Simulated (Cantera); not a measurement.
A Cantera script and what it prints.

```python
import numpy as np
import cantera as ct

gas_names = """
    CL CLF CLF3 CL2 F F2 H HCL HF H2 H2F2 H3F3 H4F4 H5F5 H6F6 H7F7 Na NaCL NaF NaH Na2 Na2CL2 Na2F2
""".split()
cond_names = """
    Na(cr) Na(L) NaCL(s) NaCL(L) NaF(s) NaF(L)
""".split()


# ... load() reads the species with a 1 bar reference pressure and builds the phases ...
atoms = {
    'NaCl': {'Na': 1, 'CL': 1},
    'HF': {'H': 1, 'F': 1},
    'H2': {'H': 2},
}
top_T = {}  # K; cautious upper limits of use, not melting points


# ... equilibrate(T, P, feed) seeds the gas with the atoms and calls Mixture.equilibrate('TP', solver="vcs", rtol=1e-11, max_steps=5000) ...
results = []
feed = {'NaCl': 1, 'HF': 0.35, 'H2': 4.3}  # mol
P = 6200  # Pa
for T in [1425, 1475, 1525, 1575, 1625, 1675, 1725]:
    mix = equilibrate(T, P, feed)
    results.append((T, P, feed, dict(zip(mix.species_names, mix.species_moles))))
    x = sorted(zip(gas.X, gas.species_names), reverse=True)
    print(f"T = {T:g} K  P = {P:g} Pa  gas = {mix.phase_moles(0):.4g} mol")
    print("   x: " + "  ".join(f"{s} {v:.3e}" for v, s in x if v > 0.0001))
    print("   condensed (mol): " + ("  ".join(f"{mix.phase(i).name} {mix.phase_moles(i):.4g}"
          for i in range(1, mix.n_phases) if mix.phase_moles(i) > 1e-12) or "none"))
```

It prints:

```
T = 1425 K  P = 6200 Pa  gas = 5.606 mol
   x: H2 7.663e-01  NaCL 1.561e-01  HF 5.792e-02  Na2CL2 8.254e-03  HCL 5.786e-03  NaF 4.150e-03  Na 1.279e-03  Na2F2 1.779e-04
   condensed (mol): none
T = 1475 K  P = 6200 Pa  gas = 5.627 mol
   x: H2 7.632e-01  NaCL 1.610e-01  HF 5.749e-02  HCL 6.698e-03  Na2CL2 5.023e-03  NaF 4.507e-03  Na 1.989e-03  Na2F2 1.001e-04
   condensed (mol): none
T = 1525 K  P = 6200 Pa  gas = 5.641 mol
   x: H2 7.608e-01  NaCL 1.633e-01  HF 5.719e-02  HCL 7.784e-03  NaF 4.745e-03  Na2CL2 3.072e-03  Na 2.924e-03
   condensed (mol): none
T = 1575 K  P = 6200 Pa  gas = 5.651 mol
   x: H2 7.588e-01  NaCL 1.641e-01  HF 5.699e-02  HCL 9.062e-03  NaF 4.886e-03  Na 4.111e-03  Na2CL2 1.905e-03  H 1.454e-04
   condensed (mol): none
T = 1625 K  P = 6200 Pa  gas = 5.66 mol
   x: H2 7.569e-01  NaCL 1.637e-01  HF 5.686e-02  HCL 1.056e-02  Na 5.569e-03  NaF 4.947e-03  Na2CL2 1.201e-03  H 2.465e-04
   condensed (mol): none
T = 1675 K  P = 6200 Pa  gas = 5.667 mol
   x: H2 7.549e-01  NaCL 1.626e-01  HF 5.679e-02  HCL 1.228e-02  Na 7.312e-03  NaF 4.946e-03  Na2CL2 7.720e-04  H 4.051e-04
   condensed (mol): none
T = 1725 K  P = 6200 Pa  gas = 5.675 mol
   x: H2 7.526e-01  NaCL 1.609e-01  HF 5.676e-02  HCL 1.426e-02  Na 9.349e-03  NaF 4.897e-03  H 6.471e-04  Na2CL2 5.052e-04
   condensed (mol): none
```

These are equilibrium values from Cantera (NASA tables, ideal gas, pure condensed phases), not measurements of a reactor.
